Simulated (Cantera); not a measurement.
Cantera run, input and output.

```python
import numpy as np
import cantera as ct

surf = ct.Interface("diamond.yaml", "diamond_100")
gas, bulk = surf.adjacent["gas"], surf.adjacent["diamond"]
k = surf.kinetics_species_index(bulk.species_names[0])
cover = ["c6HH", "c6H*", "c6*H", "c6**", "c6HM", "c6B"]

rows, drift = [], 0.0
print(f"{'T':>10s}{'um/h':>11s}" + "".join(f"{s:>11s}" for s in cover))
for v in [925, 975, 1025, 1075, 1125, 1175, 1225, 1275, 1325, 1375]:
    T, P, xH, xCH3 = v, 8600, 0.00074, 0.0006
    gas.TPX = T, P, {"H": xH, "CH3": xCH3, "CH4": 0.0027, "H2": 1 - xH - xCH3 - 0.0027}
    surf.TP = bulk.TP = T, P
    surf.coverages = "c6H*:0.1, c6HH:0.9"
    surf.advance_coverages(100.0)
    before = surf.coverages
    surf.advance_coverages(100.0)
    drift = max(drift, np.max(np.abs(surf.coverages - before) / (surf.coverages + 1e-9)))
    rate = surf.net_production_rates[k] * bulk.mean_molecular_weight / bulk.density * 3.6e9
    rows.append([rate, *surf[cover].coverages])
    print(f"{v:10.4g}{rate:11.4e}" + "".join(f"{x:11.3e}" for x in rows[-1][1:]))
```

It prints:

```
         T       um/h       c6HH       c6H*       c6*H       c6**       c6HM        c6B
       925 9.9517e+00  3.945e-01  7.061e-03  1.815e-01  2.522e-03  3.255e-01  2.700e-08
       975 1.3210e+01  4.040e-01  1.020e-02  2.244e-01  4.012e-03  2.674e-01  3.585e-08
      1025 1.5448e+01  4.201e-01  1.442e-02  2.755e-01  6.149e-03  2.017e-01  4.192e-08
      1075 1.4630e+01  4.448e-01  2.008e-02  3.376e-01  9.131e-03  1.263e-01  3.970e-08
      1125 1.0796e+01  4.638e-01  2.664e-02  3.987e-01  1.270e-02  6.103e-02  2.930e-08
      1175 7.0676e+00  4.650e-01  3.285e-02  4.419e-01  1.614e-02  2.404e-02  1.918e-08
      1225 5.0598e+00  4.554e-01  3.825e-02  4.666e-01  1.906e-02  8.687e-03  1.373e-08
      1275 4.2902e+00  4.442e-01  4.302e-02  4.796e-01  2.148e-02  3.103e-03  1.164e-08
      1325 3.8788e+00  4.360e-01  4.733e-02  4.854e-01  2.349e-02  1.122e-03  1.053e-08
      1375 3.1363e+00  4.320e-01  5.125e-02  4.865e-01  2.517e-02  4.119e-04  8.511e-09
```

Detailed kinetics in Cantera: the Harris–Goodwin 1993 mechanism for the reconstructed diamond (100) surface.
